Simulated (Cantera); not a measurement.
Charge: 1 mol Si, 2.1 mol Cl2, 73 mol H2, equilibrated at 823.15 K and 1.33 mbar.

Method: chemical equilibrium by Gibbs-energy minimisation in Cantera with the NASA 1993 tables (ideal gas, pure condensed phases). Candidate condensed phases: Si; 19 gas species. The tables' values for SiCl3 are old estimates; treat these amounts as uncertain. Equilibrium is a limit: real reactors are often held back by kinetics, nucleation or transport.

Q: What is the equilibrium state?

A: 
| Property | Value |
|---|---|
| x(H2) | 0.981 |
| x(SiCl4) | 0.0109 |
| x(HCl) | 0.00578 |
| x(SiHCl3) | 0.00224 |
| x(SiCl3) | 6.77e-5 |
| x(SiH2Cl2) | 3.87e-5 |
| x(SiCl2) | 3.75e-5 |
| n(Si(s)) | 0.0115 mol |
| gas amount | 74.12 mol |
